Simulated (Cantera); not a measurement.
Feed: 1 mol TiC, 0.069 mol C, 1.1 mol H2, equilibrated at 7130 Torr.

These are equilibrium values from Cantera (NASA tables, ideal gas, pure condensed phases), not measurements of a reactor. Candidate condensed phases: C, C6H6, C7H8, C8H18, Ti, TiC; 77 gas species. TiC: taken at fixed stoichiometry. Rates play no part. All values below are at 2202 °C.

Base state: H2 0.981, C2H2 (acetylene) 0.00955, H 0.00723, CH4 0.00143, CH3 0.000191, C2H4 7.07e-5, C4H2 3.83e-5 (mole fractions); condensed: C(graphite) + TiC(s).

**Question.** What changes in the equilibrium state with this change: pressure from 7130 Torr to 0.645 Torr?

**Answer.** 
```
species            before     after
----------------  -------  --------
H                 0.00723     0.525
H2                  0.981     0.468
C2H2 (acetylene)  0.00955   0.00455
Ti                1.32e-7   0.00146
CH4               0.00143   2.95e-8
C2H4              7.07e-5   1.46e-9
C3                3.53e-8  0.000390
C(graphite), mol   0.0458    0.0543
TiC(s), mol          1.00     0.998
```
